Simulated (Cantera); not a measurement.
A perfectly stirred reactor is fed with CO : H₂ : CH₄ : O₂ : N₂ : CO₂ = 1 : 0.14 : 0.87 : 1.78 : 6.68 : 0.26 (molar parts), equivalence ratio 1.3, at 4.93 atm; it is adiabatic with a 600 K inlet, and is followed from long to short residence time, starting on the burning branch (τ in s: 0.27, 0.13, 0.061, 0.029, 0.014, 0.0066, 0.0031, 0.0015, 0.00071, 0.00034, 0.00016, 7.6e-05).

Computed with Cantera and GRI-Mech 3.0 (53 species, 325 reactions).

x: mole fraction; the columns are a selection and need not sum to one.

```
τ (s)    T (K)    x CO    x H₂     x CH₄  x CH₂O    x HCO      x NO
-------  -----  ------  ------  --------  ------  -------  --------
0.27      2324  0.0809  0.0188   1.52e-6     [?]  5.62e-8  0.000296
0.13      2323  0.0809  0.0188   2.92e-6     [?]  6.12e-8  0.000305
0.061     2321  0.0809  0.0188   5.38e-6     [?]  7.12e-8  0.000319
0.029     2319  0.0810  0.0189   9.10e-6     [?]  9.01e-8  0.000339
0.014     2315  0.0812  0.0189   1.42e-5     [?]  1.24e-7  0.000361
0.0066    2308  0.0815  0.0190   2.12e-5     [?]  1.90e-7  0.000383
0.0031    2298  0.0819  0.0192   3.10e-5     [?]  3.12e-7  0.000397
0.0015    2284  0.0825  0.0194   4.50e-5     [?]  5.31e-7  0.000397
0.00071   2264  0.0835  0.0197   6.79e-5     [?]  9.53e-7  0.000377
0.00034   2237  0.0850  0.0202  0.000106     [?]  1.74e-6  0.000336
0.00016   2200  0.0872  0.0208  0.000176     [?]  3.31e-6  0.000276
7.6e-5    2152  0.0903  0.0215  0.000314     [?]  6.36e-6  0.000206
```

Task: What belongs in the gaps?

Result: 
- 0.27, x CH₂O: 1.05e-7
- 0.13, x CH₂O: 2.05e-7
- 0.061, x CH₂O: 3.96e-7
- 0.029, x CH₂O: 7.23e-7
- 0.014, x CH₂O: 1.24e-6
- 0.0066, x CH₂O: 2.07e-6
- 0.0031, x CH₂O: 3.33e-6
- 0.0015, x CH₂O: 5.18e-6
- 0.00071, x CH₂O: 8.11e-6
- 0.00034, x CH₂O: 1.27e-5
- 0.00016, x CH₂O: 2.07e-5
- 7.6e-5, x CH₂O: 3.50e-5
